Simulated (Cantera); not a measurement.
Feed: 1 mol Ti(OiPr)4, 0.36 mol H2O, 65 mol H2, equilibrated at 875 °C and 4.90 mbar.

Method: chemical equilibrium by Gibbs-energy minimisation in Cantera with the NASA 1993 tables (ideal gas, pure condensed phases). Candidate condensed phases: C, C6H6, C7H8, C8H18, H2O, Ti, TiC, TiO, TiO2, Ti2O3, Ti3O5, Ti4O7; 113 gas species. The feed counts by its element totals alone. TiC: taken at fixed stoichiometry. The numbers say what is thermodynamically allowed, not how fast it happens.

Base state: H2 0.948, CO 0.0521, CH4 0.000105, H2O 1.16e-5 (mole fractions); condensed: C(graphite) + TiC(s).

Question: What changes in the equilibrium state with this change: Ti(OiPr)4 replaced by TiCl4?

Answer: 
```
species             before    after
----------------  --------  -------
H2                   0.948    0.962
HCl                      0   0.0274
TiCl3                    0  0.00914
CO                  0.0521        0
TiCl4                    0  0.00123
CH4               0.000105        0
C(graphite), mol      6.63        0
TiC(s), mol           1.00        0
TiO(s), mol              0    0.194
Ti2O3(s), mol            0   0.0554
```
Mutual solubility and eutectic melting of coexisting phases are not modelled. The tables' values for TiCl2 are old estimates; treat these amounts as uncertain. TiO: taken at fixed stoichiometry. Condensed phases not in the tables: TiOCl. Further candidate phases: TiCl2, TiCl3, TiCl4.
